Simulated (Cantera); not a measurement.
**Equilibrium for fluorocarbon and chlorocarbon gases: CH₃F + H₂ + HCl**

Feed: 1 mol CH₃F, 0.11 mol H₂, 0.022 mol HCl, at 0.0450 bar.

Method: chemical equilibrium by Gibbs-energy minimisation in Cantera with the NASA 1993 tables (ideal gas, pure condensed phases). Candidate condensed phases: C, C₆H₆, C₇H₈, C₈H₁₈; 118 gas species. Kinetics and transport are ignored.

From 1623 K to 2423 K the condensed part is C(graphite). The main C-bearing gas is C₂H₂ (acetylene) throughout.

```
T (K)  log p H₂  log p HF  log p H  log p HCl  n C(graphite)
-----  --------  --------  -------  ---------  -------------
1623      -1.63     -1.68    -4.98      -3.33          1.000
1723      -1.63     -1.68    -4.55      -3.33          1.000
1823      -1.63     -1.68    -4.18      -3.33          1.000
1923      -1.63     -1.68    -3.84      -3.34          0.999
2023      -1.63     -1.68    -3.54      -3.34          0.998
2123      -1.64     -1.68    -3.26      -3.34          0.996
2223      -1.65     -1.68    -3.02      -3.35          0.994
2323      -1.66     -1.68    -2.79      -3.36          0.990
2423      -1.67     -1.69    -2.59      -3.38          0.984
```
log p: log10 of the partial pressure in bar; n: condensed amount in mol.
